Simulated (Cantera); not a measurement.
A closed system holds: 1 mol B2H6, 13 mol NH3, 3.8 mol N2, held at 1098 K and 480 Pa.

Equilibrium computed with Cantera from the NASA thermochemical tables; the gas is ideal and each condensed phase is pure. Candidate condensed phases: B, BN; 15 gas species. The feed counts by its element totals alone. Equilibrium is a limit: real reactors are often held back by kinetics, nucleation or transport.

Base state: H2 0.708, N2 0.292 (mole fractions); condensed: BN(s).

Task: What changes in the equilibrium state with this change: B2H6 replaced by BF3?

Result: 
| species | before | after |
|---|---|---|
| H2 | 0.708 | 0.628 |
| N2 | 0.292 | 0.333 |
| BF3 | 0 | 0.0288 |
| HF | 0 | 0.0110 |
| BHF2 | 0 | 3.43e-5 |
| BN(s), mol | 2.00 | 0.112 |
